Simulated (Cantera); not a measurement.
A perfectly stirred reactor is fed with H2 : O2 : N2 = 1 : 0.294 : 1.11 (molar parts), at 0.444 atm; it is adiabatic with a 400 K inlet, and is followed from long to short residence time, starting on the burning branch (τ in s: 0.046, 0.022, 0.011, 0.005, 0.0024, 0.0011, 0.00055, 0.00026, 0.00013, 6e-05, 2.9e-05, 1.4e-05).

Computed with Cantera and the H2/O2 subset of GRI-Mech 3.0, which has no nitrogen chemistry.

### Question
Predict: blow-out, bracketed by the residence times tried; x(H2) at τ = 46.0 ms; x(O2) at τ = 46.0 ms; x(H) at τ = 46.0 ms; x(HO2) at τ = 46.0 ms; x(H2O2) at τ = 46.0 ms; x(H2) at τ = 0.550 ms; x(O2) at τ = 0.550 ms; x(H) at τ = 0.550 ms; x(HO2) at τ = 0.550 ms; x(H2O2) at τ = 0.550 ms.

### Answer
| Quantity | Result |
|---|---|
| blow-out, bracketed by the residence times tried | burning at 60.0 µs, out at 29.0 µs |
| x(H2) at τ = 46.0 ms | 0.189 |
| x(O2) at τ = 46.0 ms | 0.000100 |
| x(H) at τ = 46.0 ms | 0.0124 |
| x(HO2) at τ = 46.0 ms | 4.40e-8 |
| x(H2O2) at τ = 46.0 ms | 1.20e-8 |
| x(H2) at τ = 0.550 ms | 0.162 |
| x(O2) at τ = 0.550 ms | 0.00244 |
| x(H) at τ = 0.550 ms | 0.0702 |
| x(HO2) at τ = 0.550 ms | 9.30e-7 |
| x(H2O2) at τ = 0.550 ms | 2.79e-7 |
